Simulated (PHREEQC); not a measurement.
Make-up at 72 °C: 0.0028 mol/kgw HCl and 0.0038 mol/kgw ZnSO4. Closed to the air; pH follows from the charge balance.

Model: ion-association model, phreeqc.dat, run in PHREEQC.

```
quantity                    before     after
------------------------  --------  --------
pH                            2.75      1.99
ionic strength (mol/kgw)    0.0131    0.0225
Zn+2 (mol/kgw)             0.00295   0.00310
SO4-2 (mol/kgw)            0.00218   0.00114
HSO4- (mol/kgw)           0.000840   0.00233
ZnSO4 (mol/kgw)           0.000762  0.000326
```

Problem. Which change was made?
A. diluted 2-fold with water
B. diluted 10-fold with water
C. 0.00025 mol/kgw CO2 added
D. HCl from 0.0028 to 0.014 mol/kgw
E. ZnSO4 from 0.0038 to 0.0057 mol/kgw

Solution. D, HCl from 0.0028 to 0.014 mol/kgw

Precipitation was switched off in this run. Constants without temperature data keep their 25 °C values here.
